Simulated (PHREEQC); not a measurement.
Consider water at 25 °C with 1.3 mol/kgw MgCl2 and 0.08 mol/kgw K2SO4. It is in equilibrium with CO2 at log p = 0 (atm). Otherwise closed; pH follows from the charge balance.

The numbers come from PHREEQC with the Pitzer model, pitzer.dat.

```tsv
quantity	before	after
pH	3.56	3.70
HCO3- (mol/kgw)	0.000157	0.000218
HSO4- (mol/kgw)	3.12e-5	0.000123
MgCO3 (mol/kgw)	8.03e-9	1.22e-8
CO3-2 (mol/kgw)	6.58e-9	7.98e-9
MgOH+ (mol/kgw)	5.85e-9	8.50e-9
SI of Epsomite (MgSO4:7H2O)	-1.43	-0.86
SI of Sylvite (KCl)	-1.62	-0.95
```

Task: Name the change that produced these shifts.
A) temperature from 25 to 40 °C
B) 0.56 mol/kgw Na2SO4 added
C) K2SO4 from 0.08 to 0.16 mol/kgw
D) K2SO4 from 0.08 to 0.4 mol/kgw

Result: D, K2SO4 from 0.08 to 0.4 mol/kgw

No solid was allowed to form. In brines, pH and single-ion activities rest on the MacInnes convention.
